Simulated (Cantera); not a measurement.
Charge: 1 mol SiH2Cl2, 3.1 mol N2, held at 1.33 mbar.

Equilibrium computed with Cantera from the NASA thermochemical tables; the gas is ideal and each condensed phase is pure. Candidate condensed phases: NH4Cl, Si, Si3N4; 28 gas species. N2 is the only nitrogen source here; it is nearly inert below about 1500 K, so the nitride shown seldom forms there in practice. The numbers say what is thermodynamically allowed, not how fast it happens.

Over these rows the condensed part is Si3N4(s). Partial pressures as log10 of bar:

```tsv
T (K)	1000/T (1/K)	log p SiCl2	log p N2	log p HCl	log p H2	log p SiCl4
975	1.0256	-8.16	-3.11	-3.42	-3.93	-4.24
1050	0.9524	-7.09	-3.11	-3.41	-3.96	-4.26
1125	0.8889	-6.18	-3.11	-3.40	-3.98	-4.29
1200	0.8333	-5.39	-3.11	-3.40	-3.99	-4.34
1275	0.7843	?	-3.11	-3.40	-3.99	-4.46
1350	0.7407	-4.25	-3.11	-3.44	-3.95	-4.76
```

**Question.** Fit log p(SiCl2) = a + b·(1000/T) to the five rows, give the apparent enthalpy, and predict the row at 1275 K.

**Answer.** Means: 1000/T = 0.8882, log p = -6.214. Sxy = -0.658523, Sxx = 0.0477711, so b = -13.78 and a = -6.214 − (-13.78)×0.8882 = 6.03.
Apparent enthalpy: −19.145 × (-13.78) = 264 kJ/mol. With the condensed phases at unit activity, 1/6 Si3N4(s) + 1/2 SiCl4(g) = SiCl2(g) + 1/3 N2(g) links this pressure to the main gases: over the six rows their terms move log p by -0.26 in all, so the slope isn't that reaction's ΔH° alone. The five rows lie within 0.07 of the line.
Prediction at 1275 K: 6.03 + (-13.78)×0.7843 = -4.78. The computed value is -4.73, 0.05 from the line.
